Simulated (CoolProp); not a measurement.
Neopentane at 298.15 K and 0.0759 MPa is compressed adiabatically to 0.385 MPa with isentropic efficiency 0.9. Each further row changes one setting.

Computed with CoolProp (reference Helmholtz-energy equation of state, Lemmon 2006). It is a short technical equation, of lower accuracy than the large ones.

```json
[
 {"case": "as stated", "work (kJ/kg)": "62.0", "final temperature (K)": "338.3", "final density (kg/m³)": "11.0"},
 {"case": "efficiency 1", "work (kJ/kg)": "55.8", "final temperature (K)": "335.2", "final density (kg/m³)": "11.1"},
 {"case": "efficiency 0.65", "work (kJ/kg)": "85.8", "final temperature (K)": "350.2", "final density (kg/m³)": "10.4"}
]
```
